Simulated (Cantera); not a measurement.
Input (Python, Cantera) and output of one run.

```python
import numpy as np
import cantera as ct

gas_names = """
    Fe H H2 H2S N NH NH2 NH3 N2 N2H2 N2H4 S SH SN S2 S8
""".split()
cond_names = """
    Fe(a) Fe(c) Fe(d) Fe(L) FeS(a) FeS(b) FeS(c) FeS(L) FeS2(s) S(cr1) S(cr2) S(L)
""".split()


# ... load() reads the species with a 1 bar reference pressure and builds the phases ...
atoms = {
    'FeS': {'Fe': 1, 'S': 1},
    'H2S': {'H': 2, 'S': 1},
    'N2': {'N': 2},
}
top_T = {'FeS2(s)': 1010}  # K; cautious upper limits of use, not melting points


# ... equilibrate(T, P, feed) seeds the gas with the atoms and calls Mixture.equilibrate('TP', solver="vcs", rtol=1e-11, max_steps=5000) ...
results = []
feed = {'FeS': 1, 'H2S': 1.9, 'N2': 1}  # mol
T = 1423.15  # K
P = 1333.22  # Pa
mix = equilibrate(T, P, feed)
results.append((T, P, feed, dict(zip(mix.species_names, mix.species_moles))))
print(gas.report(threshold=0.0001))
for i in range(1, mix.n_phases):
    print(f"{mix.phase(i).name:16s} {mix.phase_moles(i):12.5e} mol")
```

Result:

```
       temperature   1423.2 K
          pressure   1333.2 Pa
           density   0.0028685 kg/m^3
  mean mol. weight   25.459 kg/kmol
   phase of matter   gas

                          1 kg             1 kmol
                     ---------------   ---------------
          enthalpy        2.4205e+06        6.1625e+07  J
   internal energy        1.9558e+06        4.9792e+07  J
           entropy             10747        2.7361e+05  J/K
    Gibbs function       -1.2874e+07       -3.2777e+08  J
 heat capacity c_p            1421.2             36183  J/K
 heat capacity c_v            1094.6             27869  J/K

                      mass frac. Y      mole frac. X     chem. pot. / RT
                     ---------------   ---------------   ---------------
                H2          0.032172           0.40629           -23.669
               H2S           0.15191           0.11349           -36.558
                N2           0.30201           0.27447           -31.462
                SH         0.0043739         0.0033675           -24.724
                S2           0.50946           0.20228           -25.778
     [  +11 minor]        7.9838e-05        9.8966e-05

Fe(c)             0.00000e+00 mol
FeS(c)            1.00000e+00 mol
S(L)              0.00000e+00 mol
```

These are equilibrium values from Cantera (NASA tables, ideal gas, pure condensed phases), not measurements of a reactor. FeS: taken at fixed stoichiometry.
